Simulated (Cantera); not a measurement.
A Cantera script and what it prints.

```python
import numpy as np
import cantera as ct

gas_names = """
    F FO FO2 F2 F2O O O2 O3 Si SiF SiF2 SiF3 SiF4 SiO SiO2 Si2 Si3
""".split()
cond_names = """
    Si(cr) Si(L) SiO2(Lqz) SiO2(hqz) SiO2(L)
""".split()


def load(file, names, dense=False):
    # The tables refer to 1 bar. Condensed volumes are neglected.
    table = {s.name: s for s in ct.Species.list_from_file(file)}
    out = []
    for n in names:
        d = dict(table[n].input_data)
        d["thermo"] = dict(d["thermo"], **{"reference-pressure": 1e5})
        if dense:
            d["equation-of-state"] = {"model": "constant-volume", "density": "1e6 g/cm^3"}
        out.append(ct.Species.from_dict(d))
    return out


gas = ct.Solution(thermo="ideal-gas", species=load("nasa_gas.yaml", gas_names))
cond = {s.name: ct.Solution(thermo="fixed-stoichiometry", species=[s], name=s.name)
        for s in load("nasa_condensed.yaml", cond_names, dense=True)}
atoms = {
    'SiO2': {'Si': 1, 'O': 2},
    'F2': {'F': 2},
}
top_T = {}  # K; cautious upper limits of use, not melting points


def equilibrate(T, P, feed):
    n = {}
    for name, mol in feed.items():
        for a, k in atoms[name].items():
            n[a] = n.get(a, 0.0) + k * mol
    gas.TPX = T, P, n
    mass = sum(n.values()) * gas.mean_molecular_weight
    gas.equilibrate("TP")
    valid = [c for c in cond.values() if c.min_temp <= T <= top_T.get(c.name, c.max_temp)]
    mix = ct.Mixture([(gas, mass / gas.mean_molecular_weight)] + [(c, 0.0) for c in valid])
    mix.T, mix.P = T, P
    mix.equilibrate("TP", solver="vcs", rtol=1e-11, max_steps=5000)
    return mix


results = []
feed = {'SiO2': 1, 'F2': 14}  # mol
T = 1323  # K
P = 133.322  # Pa
mix = equilibrate(T, P, feed)
results.append((T, P, feed, dict(zip(mix.species_names, mix.species_moles))))
x = sorted(zip(gas.X, gas.species_names), reverse=True)
print(f"T = {T:g} K  P = {P:g} Pa  gas = {mix.phase_moles(0):.4g} mol")
print("   x: " + "  ".join(f"{s} {v:.3e}" for v, s in x if v > 1e-06))
print("   condensed (mol): " + ("  ".join(f"{mix.phase(i).name} {mix.phase_moles(i):.4g}"
      for i in range(1, mix.n_phases) if mix.phase_moles(i) > 1e-12) or "none"))
```

It prints:

```
T = 1323 K  P = 133.322 Pa  gas = 25.98 mol
   x: F 9.221e-01  SiF4 3.850e-02  O2 3.850e-02  F2 9.117e-04  FO 1.473e-06  O 1.429e-06
   condensed (mol): none
```

Equilibrium computed with Cantera from the NASA thermochemical tables; the gas is ideal and each condensed phase is pure.
